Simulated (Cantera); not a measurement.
Charge: 1 mol SiCl₄, 0.41 mol O₂, 4.8 mol H₂, equilibrated at 725 °C and 0.00910 bar.

These are equilibrium values from Cantera (NASA tables, ideal gas, pure condensed phases), not measurements of a reactor. Candidate condensed phases: H₂O, Si, SiO₂; 30 gas species. The tables' values for SiCl₃ are old estimates; treat these amounts as uncertain. The numbers say what is thermodynamically allowed, not how fast it happens.

Base state: H₂ 0.639, HCl 0.266, SiCl₄ 0.0931, SiHCl₃ 0.00155, SiCl₃ 0.000345, SiCl₂ 3.13e-5 (mole fractions); condensed: SiO₂(β-quartz).

Q: What changes in the equilibrium state with this change: temperature from 725 °C to 800 °C?

A: 
```
species                before     after
-------------------  --------  --------
H₂                      0.639     0.636
HCl                     0.266     0.269
SiCl₄                  0.0931    0.0905
SiCl₂                 3.13e-5  0.000366
SiCl₃                0.000345   0.00144
SiHCl₃                0.00155   0.00263
SiO₂(β-quartz), mol     0.410     0.410
```
